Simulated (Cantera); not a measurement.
A Cantera script and what it prints.

```python
import numpy as np
import cantera as ct

gas_names = [...]  # 148 gases of nasa_gas.yaml made of Al, C, H, N, O
cond_names = """
    AL(cr) AL(L) ALN(s) AL2O3(a) AL2O3(L) C(gr) C6H6(L) C7H8(L) C8H18(L),n-octa H2O(s) H2O(L)
""".split()


# ... load() reads the species with a 1 bar reference pressure and builds the phases ...
atoms = {
    'Al(CH3)3': {'AL': 1, 'C': 3, 'H': 9},
    'H2O': {'H': 2, 'O': 1},
    'H2': {'H': 2},
    'N2': {'N': 2},
}
top_T = {'ALN(s)': 2750, 'C(gr)': 4500}  # K; cautious upper limits of use, not melting points


# ... equilibrate(T, P, feed) seeds the gas with the atoms and calls Mixture.equilibrate('TP', solver="vcs", rtol=1e-11, max_steps=5000) ...
results = []
feed = {'Al(CH3)3': 1, 'H2O': 0.57, 'H2': 540, 'N2': 0.62}  # mol
P = 150  # Pa
for T in [1073, 1223, 1373, 1523, 1673, 1823, 1973, 2123]:
    mix = equilibrate(T, P, feed)
    results.append((T, P, feed, dict(zip(mix.species_names, mix.species_moles))))

top = {s: max(r[3][s] / sum(r[3][g] for g in gas_names) for r in results) for s in gas_names}
cols = sorted((s for s in top if top[s] > 1e-05), key=lambda s: -top[s])[:9]
seen = [c for c in cond_names if any(r[3].get(c, 0) > 1e-12 for r in results)]
print("log10 of partial pressures in bar; condensed amounts in mol")
print(f"{'T/K':>10s}" + "".join(f"{s[:9]:>10s}" for s in cols + seen))
for T, P, feed, n in results:
    ng = sum(n[g] for g in gas_names)
    print(f"{T:10.4g}" + "".join(f"{np.log10(max(n[s] / ng * P / 1e5, 1e-99)):10.3f}" for s in cols)
          + "".join(f"{n.get(c, 0):10.4g}" for c in seen))
```

Result:

```
log10 of partial pressures in bar; condensed amounts in mol
       T/K        H2         H        AL C2H2,acet        N2        CO       HCN       CH4       ALH    ALN(s)  AL2O3(a)     C(gr)
      1073    -2.824    -9.266   -16.034   -10.968    -6.084    -7.066    -9.266    -6.986   -16.355    0.6408    0.1796     2.931
      1223    -2.824    -7.934   -12.011    -9.630    -6.472    -5.812    -8.667    -7.524   -12.767    0.9938  0.003107     2.427
      1373    -2.825    -6.890    -9.020    -8.587    -6.487    -5.805    -8.057    -7.947   -10.116    0.9996         0     2.421
      1523    -2.825    -6.049    -6.686    -7.752    -6.375    -5.805    -7.506    -8.287    -8.056    0.9215         0     2.404
      1673    -2.827    -5.357    -5.574    -7.071    -5.791    -5.807    -6.810    -8.570    -7.168         0         0     2.309
      1823    -2.831    -4.779    -5.572    -6.506    -5.818    -5.809    -6.488    -8.808    -7.355         0         0     2.076
      1973    -2.841    -4.290    -5.574    -6.035    -5.866    -5.814    -6.232    -9.023    -7.522         0         0     1.513
      2123    -2.867    -3.879    -5.585    -5.648    -5.945    -5.826    -6.039    -9.239    -7.682         0         0    0.3289
```

These are equilibrium values from Cantera (NASA tables, ideal gas, pure condensed phases), not measurements of a reactor. The feed counts by its element totals alone. Mutual solubility and eutectic melting of coexisting phases are not modelled. Condensed phases not in the tables: aluminium oxynitride.
